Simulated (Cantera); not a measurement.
Adiabatic ignition

An adiabatic, constant-pressure homogeneous reactor starts with 7.85 % CH4, 1.96 % H2, 18.9 % O2, 71.3 % N2, equivalence ratio 0.88, at 1775 K and 750 Torr.

Model: GRI-Mech 3.0 (53 species, 325 reactions), integrated in Cantera.

```
t (s)     T (K)   x CH4    x H2    x O2     x H2O     x CO2
--------  -----  ------  ------  ------  --------  --------
7.00e-6    1775  0.0784  0.0196   0.189   2.97e-5   9.83e-9
1.49e-5    1775  0.0783  0.0196   0.189  0.000123   1.24e-7
3.18e-5    1775  0.0774  0.0196   0.189  0.000761   3.02e-6
6.79e-5    1845  0.0601  0.0235   0.175    0.0161  0.000368
0.000145   2653  <1e-12  0.0203  0.0403     0.125    0.0358
0.000309   2792  <1e-12  0.0170  0.0373     0.134    0.0401
0.000658   2811  <1e-12  0.0165  0.0356     0.135    0.0409
0.00140    2806  <1e-12  0.0166  0.0338     0.136    0.0408
0.00299    2803  <1e-12  0.0167  0.0325     0.136    0.0408
0.00638    2802  <1e-12  0.0167  0.0323     0.136    0.0407
0.0136     2802  <1e-12  0.0167  0.0323     0.136    0.0407
0.0290     2802  <1e-12  0.0167  0.0323     0.136    0.0407
0.0619     2802  <1e-12  0.0167  0.0323     0.136    0.0407
0.132      2802  <1e-12  0.0167  0.0323     0.136    0.0407
0.281      2802  <1e-12  0.0167  0.0323     0.136    0.0407
0.600      2802  <1e-12  0.0167  0.0323     0.136    0.0407
```
x: mole fraction; the columns are a selection and need not sum to one.

| Property | Value |
|---|---|
| time of steepest temperature rise | 83.2 µs |
| temperature at 0.600 s | 2802 K |
| equilibrium temperature | 2802 K |
| x(CH4) at 0.600 s | <1e-12 (gas-phase equilibrium <1e-12) |
| x(H2) at 0.600 s | 0.0167 (gas-phase equilibrium 0.0167) |
| x(O2) at 0.600 s | 0.0323 (gas-phase equilibrium 0.0323) |
